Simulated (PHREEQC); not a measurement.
Make-up at 86 °C: 0.059 mol ZnSO4 and 0.027 mol H3BO3 per kg of water. Closed to the air; pH follows from the charge balance.

The numbers come from PHREEQC with the ion-association model, wateq4f.dat.

### Question
The ionic strength comes out as 0.116 mol/kgw. What activity coefficients do Zn+2, SO4-2, HSO4-, H+, Zn(SO4)2-2 get?

### Answer
Zn+2 0.34, SO4-2 0.31, HSO4- 0.74, H+ 0.80, Zn(SO4)2-2 0.31.

No solid was allowed to form. Constants without temperature data keep their 25 °C values here.
